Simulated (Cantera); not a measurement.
Cantera with NASA thermochemical tables; ideal gases at 1 bar, condensed phases pure. Values are per mole of reaction as written; species without (g) are pure solids or liquids, kept so even where they would boil at 1 bar.

Between 300 and 1973 K, where is each reaction favourable under standard conditions?
- 4 Ta₂O₅ + 5 N₂(g) → 8 Ta + 10 NO₂(g)


- 4 Ta₂O₅ + 5 N₂(g) → 8 Ta + 10 NO₂(g): ΔG° is 8165 kJ at 300 K and 6421 kJ at 1973 K; it stays positive (K < 1). ΔH° is 8294 kJ and ΔS° 949 J/K at 1973 K.
